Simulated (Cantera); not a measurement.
Cantera run:

```python
import numpy as np
import cantera as ct

gas_names = """
    C CN CO CO2 C2 CCN CNC C2N2 C2O C3 C3O2 C4 C4N2 C5 N NCO NO NO2 NO3 N2 N2O O O2 O3 Pb PbO Pb2
""".split()
cond_names = """
    C(gr) Pb(cr) Pb(L) PbO(rd) PbO(yw) PbO(L) PbO2(s) Pb3O4(s)
""".split()


# ... load() reads the species with a 1 bar reference pressure and builds the phases ...
atoms = {
    'Pb': {'Pb': 1},
    'CO': {'C': 1, 'O': 1},
    'N2': {'N': 2},
}
top_T = {'C(gr)': 4500, 'Pb3O4(s)': 820}  # K; cautious upper limits of use, not melting points


# ... equilibrate(T, P, feed) seeds the gas with the atoms and calls Mixture.equilibrate('TP', solver="vcs", rtol=1e-11, max_steps=5000) ...
results = []
T = 1300  # K
P = 101325  # Pa
for m in [11, 13, 15, 19, 22, 27, 33, 39, 48, 57, 69, 83]:
    feed = {'Pb': 1, 'CO': 0.91, 'N2': m}  # mol
    mix = equilibrate(T, P, feed)
    results.append((T, P, feed, dict(zip(mix.species_names, mix.species_moles))))
    x = sorted(zip(gas.X, gas.species_names), reverse=True)
    print(f"T = {T:g} K  P = {P:g} Pa  n(N2) = {m:g} mol  gas = {mix.phase_moles(0):.4g} mol")
    print("   x: " + "  ".join(f"{s} {v:.3e}" for v, s in x if v > 1e-05))
    print("   condensed (mol): " + ("  ".join(f"{mix.phase(i).name} {mix.phase_moles(i):.4g}"
          for i in range(1, mix.n_phases) if mix.phase_moles(i) > 1e-12) or "none"))
```

Output:

```
T = 1300 K  P = 101325 Pa  n(N2) = 11 mol  gas = 11.94 mol
   x: N2 9.212e-01  CO 7.615e-02  Pb 2.590e-03  CO2 3.039e-05
   condensed (mol): C(gr) 0.0003629  Pb(L) 0.9691
T = 1300 K  P = 101325 Pa  n(N2) = 13 mol  gas = 13.95 mol
   x: N2 9.322e-01  CO 6.521e-02  Pb 2.590e-03  CO2 2.228e-05
   condensed (mol): C(gr) 0.0003108  Pb(L) 0.9639
T = 1300 K  P = 101325 Pa  n(N2) = 15 mol  gas = 15.95 mol
   x: N2 9.404e-01  CO 5.702e-02  Pb 2.590e-03  CO2 1.704e-05
   condensed (mol): C(gr) 0.0002717  Pb(L) 0.9587
T = 1300 K  P = 101325 Pa  n(N2) = 19 mol  gas = 19.96 mol
   x: N2 9.518e-01  CO 4.557e-02  Pb 2.590e-03  CO2 1.088e-05
   condensed (mol): C(gr) 0.0002172  Pb(L) 0.9483
T = 1300 K  P = 101325 Pa  n(N2) = 22 mol  gas = 22.97 mol
   x: N2 9.578e-01  CO 3.960e-02  Pb 2.590e-03
   condensed (mol): C(gr) 0.0001888  Pb(L) 0.9405
T = 1300 K  P = 101325 Pa  n(N2) = 27 mol  gas = 27.98 mol
   x: N2 9.649e-01  CO 3.251e-02  Pb 2.590e-03
   condensed (mol): C(gr) 0.000155  Pb(L) 0.9275
T = 1300 K  P = 101325 Pa  n(N2) = 33 mol  gas = 34 mol
   x: N2 9.706e-01  CO 2.676e-02  Pb 2.590e-03
   condensed (mol): C(gr) 0.0001276  Pb(L) 0.9119
T = 1300 K  P = 101325 Pa  n(N2) = 39 mol  gas = 40.01 mol
   x: N2 9.747e-01  CO 2.274e-02  Pb 2.590e-03
   condensed (mol): C(gr) 0.0001084  Pb(L) 0.8963
T = 1300 K  P = 101325 Pa  n(N2) = 48 mol  gas = 49.04 mol
   x: N2 9.789e-01  CO 1.855e-02  Pb 2.590e-03
   condensed (mol): C(gr) 8.846e-05  Pb(L) 0.873
T = 1300 K  P = 101325 Pa  n(N2) = 57 mol  gas = 58.06 mol
   x: N2 9.817e-01  CO 1.567e-02  Pb 2.590e-03
   condensed (mol): C(gr) 7.471e-05  Pb(L) 0.8496
T = 1300 K  P = 101325 Pa  n(N2) = 69 mol  gas = 70.09 mol
   x: N2 9.844e-01  CO 1.298e-02  Pb 2.590e-03
   condensed (mol): C(gr) 6.189e-05  Pb(L) 0.8184
T = 1300 K  P = 101325 Pa  n(N2) = 83 mol  gas = 84.13 mol
   x: N2 9.866e-01  CO 1.082e-02  Pb 2.590e-03
   condensed (mol): C(gr) 5.156e-05  Pb(L) 0.7821
```

Equilibrium computed with Cantera from the NASA thermochemical tables; the gas is ideal and each condensed phase is pure.
